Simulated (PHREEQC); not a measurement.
Brine: an equilibrium model

Make-up at 38 °C: 0.66 mol HCl and 2.9 mol MgCl2 per kg of water. Closed to the air; pH follows from the charge balance.

Computed with PHREEQC (Pitzer model, pitzer.dat).

The pH is -1.08, the ionic strength is 9.36 mol/kgw and the activity of water is 0.690. The density is 1.190 g/cm³, the osmotic coefficient is 2.056 and the total alkalinity comes out as -660 meq/kg.

```json
[
 {"species": "Cl-", "molality": "6.46", "activity": "4.58", "log γ": "-0.150"},
 {"species": "Mg+2", "molality": "2.90", "activity": "91.9", "log γ": "1.501"},
 {"species": "H+", "molality": "0.660", "activity": "12.1", "log γ": "1.262"}
]
```

Precipitation was switched off in this run. Complexes and solids missing from the database can't appear. In brines, pH and single-ion activities rest on the MacInnes convention. Away from 25 °C the constants follow the database's enthalpies or fits; those with neither stay at their 25 °C values.
